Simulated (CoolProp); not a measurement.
Tetrahydrofuran at 293.15 K and 0.0111 MPa is throttled through a valve to 0.000277 MPa with no heat exchange. Each further row changes one setting.

The numbers come from the reference Helmholtz-energy equation of state, Fiedler 2023 in CoolProp.

```csv
case,final density (kg/m³)
as stated,(withheld)
outlet pressure 8.31e-05 MPa,(withheld)
outlet pressure 0.00036 MPa,(withheld)
```

Question: Some entries are withheld; supply them.

Answer: 
- as stated, final density (kg/m³): 0.00821
- outlet pressure 8.31e-05 MPa, final density (kg/m³): 0.00246
- outlet pressure 0.00036 MPa, final density (kg/m³): 0.0107
